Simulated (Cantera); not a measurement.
An adiabatic, constant-volume homogeneous reactor starts with CO : H2 : O2 : N2 = 1 : 0.047 : 0.349 : 1.31 (molar parts), equivalence ratio 1.5, at 1273 K and 1650 Torr. Integrator tolerance rtol = 1e-08.

Model: GRI-Mech 3.0 (53 species, 325 reactions), integrated in Cantera. The hydrogen kinetics of GRI-Mech 3.0 are dated; newer H2 mechanisms differ, most at raised pressure.

Question: What does this change do: pressure from 1650 Torr to 4200 Torr?

Answer: 
| quantity | before | after |
|---|---|---|
| time of steepest temperature rise | 49.7 µs | 24.8 µs |
| temperature at 2.00 s | 2978 K | 3064 K |
| equilibrium temperature | 2978 K | 3064 K |
| x(CO) at 2.00 s | 0.203 (gas-phase equilibrium 0.203) | 0.196 (gas-phase equilibrium 0.196) |
| x(H2) at 2.00 s | 0.00170 (gas-phase equilibrium 0.00170) | 0.00162 (gas-phase equilibrium 0.00162) |
| x(O2) at 2.00 s | 0.0207 (gas-phase equilibrium 0.0207) | 0.0173 (gas-phase equilibrium 0.0173) |
| x(H) at 2.00 s | 0.00284 (gas-phase equilibrium 0.00284) | 0.00223 (gas-phase equilibrium 0.00223) |
| x(H2O2) at 2.00 s | 6.57e-8 (gas-phase equilibrium 6.57e-8) | 1.17e-7 (gas-phase equilibrium 1.17e-7) |
| x(NO) at 2.00 s | 0.0120 (gas-phase equilibrium 0.0120) | 0.0122 (gas-phase equilibrium 0.0122) |
Above 3000 K some thermodynamic fits are extrapolated.

Question: What does this change do: initial temperature 1273 to 1250 K?

Answer: 
```tsv
quantity	before	after
time of steepest temperature rise	49.7 µs	55.3 µs
temperature at 2.00 s	2978 K	2974 K
equilibrium temperature	2978 K	2974 K
x(CO) at 2.00 s	0.203 (gas-phase equilibrium 0.203)	0.202 (gas-phase equilibrium 0.202)
x(H2) at 2.00 s	0.00170 (gas-phase equilibrium 0.00170)	0.00169 (gas-phase equilibrium 0.00169)
x(O2) at 2.00 s	0.0207 (gas-phase equilibrium 0.0207)	0.0202 (gas-phase equilibrium 0.0202)
x(H) at 2.00 s	0.00284 (gas-phase equilibrium 0.00284)	0.00277 (gas-phase equilibrium 0.00277)
x(H2O2) at 2.00 s	6.57e-8 (gas-phase equilibrium 6.57e-8)	6.56e-8 (gas-phase equilibrium 6.56e-8)
x(NO) at 2.00 s	0.0120 (gas-phase equilibrium 0.0120)	0.0118 (gas-phase equilibrium 0.0118)
```
